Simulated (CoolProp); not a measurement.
Vapour-liquid equilibrium of n-hexane (1) + toluene (2) at 0.00334 MPa; x and y are mole fractions of (1).

The numbers come from the multi-fluid Helmholtz-energy mixture model, Thol 2019 and Lemmon 2006; pair parameters Bell 2016 in CoolProp.

**Question.** Give the bubble temperature and the first vapour's composition at x = 0.35, 0.5, 0.95. Is there an azeotrope?

**Answer.** x = 0.35: 273.3 K, y = 0.806; x = 0.5: 270.0 K, y = 0.870; x = 0.95: 263.2 K, y = 0.988. No azeotrope shows between x = 0.05 and 0.95.

Pair parameters are fitted to limited data, so mixtures are less certain than the pure fluids.
